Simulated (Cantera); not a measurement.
Input: 1 mol BCl3, a varied amount of NH3, held at 727 °C and 0.100 bar.

Equilibrium computed with Cantera from the NASA thermochemical tables; the gas is ideal and each condensed phase is pure. Candidate condensed phases: B, BN, NH4Cl; 21 gas species. Gases not in the tables: BHCl2. The numbers say what is thermodynamically allowed, not how fast it happens.

x: gas mole fraction; n: condensed amount in mol.

```
n(NH3) (mol)  x HCl    x H2    x N2    x BCl3    x NH3  n BN(s)
------------  -----  ------  ------  --------  -------  -------
1.1           0.935  0.0481  0.0160  0.000814  7.77e-8    0.997
1.4             ___     ___     ___       ___      ___    1.000
1.8           0.652   0.261  0.0870   9.39e-6  2.29e-6    1.000
2.3           0.536   0.348   0.116   2.92e-6  4.08e-6    1.000
3               ___     ___     ___       ___      ___    1.000
3.9           0.341   0.494   0.165   3.73e-7  8.21e-6    1.000
5             0.273   0.545   0.182   1.57e-7  1.00e-5    1.000
6.5           0.214   0.589   0.196   6.53e-8  1.17e-5    1.000
8.5           0.167   0.625   0.208   2.73e-8  1.31e-5     1.00
11            0.130   0.652   0.217   1.20e-8  1.43e-5     1.00
14            0.103   0.672   0.224   5.64e-9  1.52e-5     1.00
```

Question: What belongs in the gaps?

Answer: 
- 3, x HCl: 0.429
- 3, x H2: 0.429
- 3, x N2: 0.143
- 3, x BCl3: 9.87e-7
- 3, x NH3: 6.17e-6
- 1.4, x HCl: 0.789
- 1.4, x H2: 0.158
- 1.4, x N2: 0.0527
- 1.4, x BCl3: 4.54e-5
- 1.4, x NH3: 8.39e-7
